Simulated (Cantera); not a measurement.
# Tantalum, niobium, vanadium and zirconium in process gases: Ta(OEt)₅ + O₂ + H₂

Feed: 1 mol Ta(OEt)₅, 5.8 mol O₂, 10 mol H₂, equilibrated at 1 atm.

Cantera equilibrium calculation (NASA polynomials, part measured and part estimated; ideal gas, pure solids and liquids). Candidate condensed phases: C, C₆H₆, C₇H₈, C₈H₁₈, H₂O, Ta, TaC, Ta₂O₅; 113 gas species. The feed counts by its element totals alone. Rates play no part.

From 975 K to 2025 K the condensed part is Ta₂O₅(s). From 2175 K to 2775 K the condensed part is Ta₂O₅(l).

```csv
T (K),x H₂,x CO,x H₂O,x CO₂,x H,x CH₄,x OH,n Ta₂O₅(s),n Ta₂O₅(l)
975,0.571,0.230,0.102,0.0654,8.58e-10,0.0326,<1e-12,0.500,0
1125,0.601,0.270,0.0906,0.0371,3.42e-8,0.00123,2.69e-11,0.500,0
1275,0.594,0.280,0.0984,0.0279,5.64e-7,6.61e-5,1.09e-9,0.500,0
1425,0.588,0.286,0.104,0.0222,5.20e-6,6.57e-6,2.01e-8,0.500,0
1575,0.585,0.289,0.108,0.0184,3.16e-5,1.03e-6,2.11e-7,0.500,0
1725,0.582,0.292,0.110,0.0157,0.000141,2.25e-7,1.47e-6,0.500,0
1875,0.580,0.294,0.112,0.0138,0.000496,6.33e-8,7.49e-6,0.500,0
2025,0.577,0.295,0.114,0.0124,0.00145,2.17e-8,2.99e-5,0.500,0
2175,0.575,0.296,0.114,0.0113,0.00368,8.65e-9,9.84e-5,0,0.500
2325,0.570,0.296,0.115,0.0105,0.00825,3.89e-9,0.000277,0,0.500
2475,0.563,0.295,0.115,0.00980,0.0168,1.91e-9,0.000687,0,0.499
2625,0.551,0.293,0.113,0.00924,0.0313,9.96e-10,0.00153,0,0.493
2775,0.531,0.290,0.111,0.00876,0.0542,5.37e-10,0.00311,0,0.472
```
x: gas mole fraction; n: condensed amount in mol.
